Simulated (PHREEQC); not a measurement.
A solution holds 0.058 mol/kgw NiCl2, at 25 °C. Closed to the air; pH follows from the charge balance.

Computed with PHREEQC (ion-association model, wateq4f.dat).

| quantity | before | after |
|---|---|---|
| pH | 5.80 | 5.52 |
| ionic strength (mol/kgw) | 0.162 | 0.163 |
| Cl- (mol/kgw) | 0.110 | 0.110 |

Problem. Name the change that produced these shifts.
(A) NiCl2 from 0.058 to 0.58 mol/kgw
(B) temperature from 25 to 85 °C
(C) diluted 2-fold with water
(D) 0.027 mol/kgw CsBr added
(E) temperature from 25 to 45 °C

Solution. E, temperature from 25 to 45 °C

No solid was allowed to form. In wateq4f.dat the enthalpy of Ni(OH)2 has the wrong sign, so its saturation index can't be trusted away from 25 °C. At this temperature some constants are extrapolated from 25 °C, and those without enthalpy data are left unchanged.
